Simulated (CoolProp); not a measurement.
Saturated liquid density (kg/m³) of CF4 (R14): the reference equation beside estimates from Tc = -45.8 °C, pc = 3762 kPa, ω = 0.178. Rackett uses Z = 0.29056 − 0.08775 ω.

Computed with CoolProp (reference Helmholtz-energy equation of state, Platzer 1990). This equation is an older, rougher fit; its heat capacities, sound speeds and derivatives of the liquid may be far off and weren't checked against measurements.

| T (°C) | reference | Rackett | van der Waals | Redlich-Kwong | Soave-Redlich-Kwong | Peng-Robinson |
|---|---|---|---|---|---|---|
| -100.65 | 1446 | 1506 | 945.4 | 1352 | 1393 | 1580 |
| -95.35 | 1411 | 1469 | 921.9 | 1310 | 1352 | 1534 |
| -89.95 | 1375 | 1430 | 896.4 | 1264 | 1306 | 1482 |
| -84.55 | 1336 | 1389 | 869.2 | 1215 | 1257 | 1427 |
| -79.25 | 1295 | 1345 | 840.5 | 1164 | 1205 | 1367 |
| -73.85 | 1249 | 1296 | 808.7 | 1106 | 1146 | 1299 |
| -68.55 | 1200 | 1244 | 774.4 | 1045 | 1082 | 1225 |
| -63.15 | 1142 | 1184 | 734.9 | 974.7 | 1009 | 1139 |

Absolute difference from the reference over all 8 rows, mean and median: Rackett 3.9 and 3.9 %, van der Waals 35.1 and 35.0 %, Redlich-Kwong 10.0 and 9.6 %, Soave-Redlich-Kwong 6.9 and 6.4 %, Peng-Robinson 5.6 and 6.2 %.
